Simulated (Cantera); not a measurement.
A closed system holds: 1 mol SiC, 0.25 mol N2O, 45 mol H2, at 49.5 Torr.

Method: chemical equilibrium by Gibbs-energy minimisation in Cantera with the NASA 1993 tables (ideal gas, pure condensed phases). Candidate condensed phases: C, C6H6, C7H8, C8H18, H2O, Si, SiC, SiO2, Si2N2O, Si3N4; 151 gas species. Mutual solubility and eutectic melting of coexisting phases are not modelled. Gases not in the tables: Si2H6 and higher silanes. The numbers say what is thermodynamically allowed, not how fast it happens.

Question: What share of the Si ends up in condensed phases as a function of T (K), at 1373, 1473, 1573, 1673, 1773, 1873, 1973, 2073, 2173?

Answer: 
```json
[
 {"T (K)": "1373", "Si condensed (%)": "100.0", "as": "SiC(s) + Si2N2O(s)"},
 {"T (K)": "1473", "Si condensed (%)": "99.8", "as": "SiC(s) + Si2N2O(s)"},
 {"T (K)": "1573", "Si condensed (%)": "97.2", "as": "SiC(s) + Si2N2O(s)"},
 {"T (K)": "1673", "Si condensed (%)": "87.4", "as": "SiC(s)"},
 {"T (K)": "1773", "Si condensed (%)": "87.4", "as": "SiC(s)"},
 {"T (K)": "1873", "Si condensed (%)": "87.2", "as": "SiC(s)"},
 {"T (K)": "1973", "Si condensed (%)": "86.4", "as": "SiC(s)"},
 {"T (K)": "2073", "Si condensed (%)": "84.2", "as": "SiC(s)"},
 {"T (K)": "2173", "Si condensed (%)": "79.0", "as": "SiC(s)"}
]
```
